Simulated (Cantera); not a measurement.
Cantera with NASA thermochemical tables; ideal gases at 1 bar, condensed phases pure. Values are per mole of reaction as written; species without (g) are pure solids or liquids, kept so even where they would boil at 1 bar.

C + 2 CaS → CS₂(g) + 2 Ca(g), with ΔH° = 1419.0 kJ and ΔS° = 428.7 J/K at 300 K.

Task: How far is the shortcut ΔG° ≈ ΔH°(300 K) − T·ΔS°(300 K) from the full temperature-dependent value at 1000, 1050, 1100, 1150, 1200, 1250 K?

Result: 
```json
[
 {"T (K)": "1000", "shortcut (kJ)": "990.2", "full (kJ)": "1000.7", "difference (kJ)": "-10.5", "difference in log10 K": "0.55"},
 {"T (K)": "1050", "shortcut (kJ)": "968.8", "full (kJ)": "980.7", "difference (kJ)": "-11.9", "difference in log10 K": "0.59"},
 {"T (K)": "1100", "shortcut (kJ)": "947.4", "full (kJ)": "960.7", "difference (kJ)": "-13.3", "difference in log10 K": "0.63"},
 {"T (K)": "1150", "shortcut (kJ)": "925.9", "full (kJ)": "940.8", "difference (kJ)": "-14.9", "difference in log10 K": "0.68"},
 {"T (K)": "1200", "shortcut (kJ)": "904.5", "full (kJ)": "920.9", "difference (kJ)": "-16.5", "difference in log10 K": "0.72"},
 {"T (K)": "1250", "shortcut (kJ)": "883.0", "full (kJ)": "901.2", "difference (kJ)": "-18.1", "difference in log10 K": "0.76"}
]
```
The shortcut ignores the heat-capacity change of the reaction.
